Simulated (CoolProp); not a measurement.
Propylene at several states: Z from the reference equation and from simpler models built on Tc = 364.2 K, pc = 4555 kPa, ω = 0.146; each cubic takes its own stable root.

Computed with CoolProp (reference Helmholtz-energy equation of state, Lemmon 2013).

```json
[
 {"T (K)": "352.9", "p (kPa)": "2130", "phase": "gas", "reference": "0.7922"},
 {"T (K)": "538.5", "p (kPa)": "61.3", "phase": "gas", "reference": "0.9988"},
 {"T (K)": "484.1", "p (kPa)": "23.1", "phase": "gas", "reference": "0.9993"},
 {"T (K)": "540.1", "p (kPa)": "37.5", "phase": "gas", "reference": "0.9992"},
 {"T (K)": "357.1", "p (kPa)": "22700", "phase": "liquid", "reference": "0.6651"},
 {"T (K)": "111.6", "p (kPa)": "12.1", "phase": "liquid", "reference": "0.0007408"}
]
```

**Question.** How far does each simpler model (van der Waals, Soave-Redlich-Kwong, Peng-Robinson) lie from the reference over these 6 states: mean and median of the absolute difference, and the worst?

**Answer.** 
- van der Waals: mean 17.3 %, median 2.0 %, worst +62.7 % at 111.6 K and 12.1 kPa
- Soave-Redlich-Kwong: mean 2.7 %, median 0.2 %, worst +9.6 % at 111.6 K and 12.1 kPa
- Peng-Robinson: mean 1.5 %, median 0.9 %, worst -5.0 % at 357.1 K and 22700 kPa
